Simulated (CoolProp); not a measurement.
Dodecamethylpentasiloxane (MD3M) at several states: density (kg/m³) from the reference equation and from simpler models built on Tc = 354.9 °C, pc = 0.9540 MPa, ω = 0.730; each cubic takes its own stable root.

Computed with CoolProp (reference Helmholtz-energy equation of state, Thol 2019).

```tsv
T (°C)	p (MPa)	phase	reference
165.15	2.41	liquid	738.2
101.55	2.52	liquid	800.8
18.95	3.07	liquid	879.5
67.75	1.05	liquid	830.3
```

### Question
How far does each simpler model (van der Waals, Redlich-Kwong, Soave-Redlich-Kwong, Peng-Robinson) lie from the reference over these 4 states: mean and median of the absolute difference, and the worst?

### Answer
- van der Waals: mean 43.6 %, median 44.0 %, worst -44.9 % at 67.75 °C and 1.05 MPa
- Redlich-Kwong: mean 18.4 %, median 18.5 %, worst -19.4 % at 18.95 °C and 3.07 MPa
- Soave-Redlich-Kwong: mean 13.0 %, median 13.0 %, worst -15.5 % at 18.95 °C and 3.07 MPa
- Peng-Robinson: mean 2.7 %, median 2.4 %, worst -5.4 % at 18.95 °C and 3.07 MPa
